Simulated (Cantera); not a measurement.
A closed system holds: 1 mol Ta, 7.2 mol N2O, 12 mol N2, held at 13300 Pa.

Cantera equilibrium calculation (NASA polynomials, part measured and part estimated; ideal gas, pure solids and liquids). Candidate condensed phases: Ta, Ta2O5; 12 gas species. Kinetics and transport are ignored.

### Question
Which condensed phases are stable at each of these points (T (K)): 1823, 1923, 2023, 2123, 2223, 2323, 2423, 2523?

### Answer
```tsv
T (K)	condensed phases	Ta condensed (%)
1823	Ta2O5(s)	100.0
1923	Ta2O5(s)	100.0
2023	Ta2O5(s)	100.0
2123	Ta2O5(l)	100.0
2223	Ta2O5(l)	100.0
2323	Ta2O5(l)	100.0
2423	Ta2O5(l)	99.9
2523	Ta2O5(l)	99.7
```

From 1823 K to 2023 K the condensed part is Ta2O5(s). From 2123 K to 2523 K the condensed part is Ta2O5(l).
